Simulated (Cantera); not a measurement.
Input: 1 mol Si2H6, 0.17 mol O3, equilibrated at 1800 K and 0.133 bar.

Equilibrium computed with Cantera from the NASA thermochemical tables; the gas is ideal and each condensed phase is pure. Candidate condensed phases: H2O, Si, SiO2; 18 gas species. The feed counts by its element totals alone. Gases not in the tables: Si2H6 and higher silanes. Equilibrium is a limit: real reactors are often held back by kinetics, nucleation or transport.

Base state: H2 0.854, SiO 0.145, H 0.000906, SiH2 2.56e-5, Si 2.38e-5, H2O 2.04e-5 (mole fractions); condensed: Si(l).

Problem. What changes in the equilibrium state with this change: 0.0063 mol CO2 added?

Solution. 
```tsv
species	before	after
H2	0.854	0.851
SiO	0.145	0.146
CO	0	0.00179
H2O	2.04e-5	2.05e-5
SiH2	2.56e-5	2.55e-5
Si(l), mol	1.49	1.48
```
Further candidate phases: C, C6H6, C7H8, C8H18, SiC.
